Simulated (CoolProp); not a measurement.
Hydrogen chloride at 601.22 K and 17.8 MPa is throttled through a valve to 6.25 MPa with no heat exchange. Each further row changes one setting.

Computed with CoolProp (reference Helmholtz-energy equation of state, Thol 2018).

```tsv
case	temperature change (K)	final density (kg/m³)
as stated	-37.9	?
outlet pressure 1.88 MPa	?	?
outlet pressure 8.12 MPa	?	65.7
```

**Question.** Complete the blanks.

**Answer.** 
- as stated, final density (kg/m³): 50.8
- outlet pressure 1.88 MPa, temperature change (K): -56.9
- outlet pressure 1.88 MPa, final density (kg/m³): 15.4
- outlet pressure 8.12 MPa, temperature change (K): -30.6
